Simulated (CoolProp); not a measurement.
Vapour-liquid equilibrium of cis-2-butene (1) + methanol (2) at 404.2 K; x and y are mole fractions of (1).

The numbers come from the multi-fluid Helmholtz-energy mixture model, Lemmon 2005 and de Reuck 1993; pair parameters Bell 2016 in CoolProp.

```tsv
x	bubble pressure (bar)	y at the bubble point	dew pressure at overall composition x (bar)	liquid density (mol/L)
0.05	12.42	0.297	…	19.80
0.15	18.33	0.529	10.25	17.63
0.25	22.04	0.616	11.64	15.72
0.35	24.05	0.658	13.42	14.04
0.45	25.14	0.682	15.81	12.57
0.55	…	0.703	19.14	11.28
0.65	26.53	0.731	23.69	10.19
0.75	27.02	0.773	26.81	…
0.85	27.04	0.838	26.98	8.619
0.95	26.16	…	25.95	8.135
```

Problem. Some entries are withheld; supply them.

Solution. 
- 0.05, dew pressure at overall composition x (bar): 9.136
- 0.55, bubble pressure (bar): 25.89
- 0.75, liquid density (mol/L): 9.298
- 0.95, y at the bubble point: 0.934

y crosses x between x = 0.75 and 0.85: the model has an azeotrope there.

The pair parameters rest on a limited set of measurements; away from them the model extrapolates. With so large a gap from Raoult's law the liquid may split in two, which this calculation doesn't test in full.
